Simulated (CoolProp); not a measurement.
The fluid at 293.15 K and 6.29 MPa flows at 21 m/s in a round tube of 4.6 mm bore and 15 µm roughness, fully developed (64/Re and Nu = 3.66 if laminar; Colebrook and Gnielinski if turbulent). The same conditions are run with several fluids, on thermodynamics alone (safety and materials aside).

Computed with CoolProp (reference Helmholtz-energy equation of state of each fluid (n-hexane: Thol 2019; CH2F2 (R32): Tillner-Roth 1997; isobutane: Bücker 2006; toluene: Lemmon 2006; R410A: Lemmon 2003)). Blends and air are pseudo-pure fits.

Q: Rank n-hexane, CH2F2 (R32), isobutane, toluene, R410A by Reynolds number, highest first.

A: R410A (765000), CH2F2 (R32) (753000), isobutane (314000), n-hexane (193000), toluene (136000)

```
fluid        Darcy friction factor  pressure drop (Pa/m)  heat-transfer coefficient (W/(m² K))  mass flow (kg/h)
-----------  ---------------------  --------------------  ------------------------------------  ----------------
n-hexane                    0.0275                876000                                 39400               836
CH2F2 (R32)                 0.0270               1300000                                 99500              1260
isobutane                   0.0272                740000                                 42700               713
toluene                     0.0277               1160000                                 33200              1090
R410A                       0.0270               1450000                                 79800              1410
```

Transport values come from each fluid's own correlations; those of CH2F2 (R32) are estimates that may be off by 10 % or more.
